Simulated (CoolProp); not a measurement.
Vapour-liquid equilibrium of CH2F2 (R32) (1) + R123 (2) at 0.0868 bar; x and y are mole fractions of (1).

The numbers come from the multi-fluid Helmholtz-energy mixture model, Tillner-Roth 1997 and Younglove 1994; pair parameters Bell 2016 in CoolProp.

```csv
x,"bubble temperature, mixture model (K)","bubble temperature, Raoult's law (K)","y, mixture model","y, Raoult's law"
0.05,217.0,226.6,0.878,0.751
0.2,195.3,205.5,0.985,0.961
0.35,189.4,197.1,0.993,0.986
0.5,187.1,192.0,0.995,0.994
0.65,185.9,188.5,0.996,0.997
0.8,184.8,185.7,0.997,0.999
0.95,183.5,183.5,0.999,1.000
```

The largest gap from Raoult's law is -10.2 K in bubble temperature, at x = 0.2. No azeotrope shows between x = 0.05 and 0.95.

Pair parameters are fitted to limited data, so mixtures are less certain than the pure fluids. With so large a gap from Raoult's law the liquid may split in two, which this calculation doesn't test in full.
